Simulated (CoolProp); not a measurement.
The fluoroketone C6F12O (FK-5-1-12) at several states: fugacity coefficient from the reference equation and from simpler models built on Tc = 441.8 K, pc = 18.69 bar, ω = 0.471; each cubic takes its own stable root.

Values from CoolProp's reference Helmholtz-energy equation of state, McLinden 2015.

```csv
T (K),p (bar),phase,reference,van der Waals,Peng-Robinson
439.8,1.63,gas,…,…,0.9667
223.2,0.525,liquid,…,…,0.009554
495.1,0.336,gas,0.9959,0.9960,0.9955
219.8,1.56,liquid,0.001988,0.3146,…
309.9,3.6,liquid,0.1758,…,…
174.4,1.88,liquid,6.448e-6,…,1.211e-5
```

Problem. Complete the blanks.

Solution. 
- 439.8, reference: 0.9692
- 439.8, van der Waals: 0.9739
- 223.2, reference: 0.007930
- 223.2, van der Waals: 0.9605
- 219.8, Peng-Robinson: 0.002437
- 309.9, van der Waals: 0.8689
- 309.9, Peng-Robinson: 0.1775
- 174.4, van der Waals: 0.04713

At some of these states van der Waals gives the other phase, because its saturation line lies elsewhere.
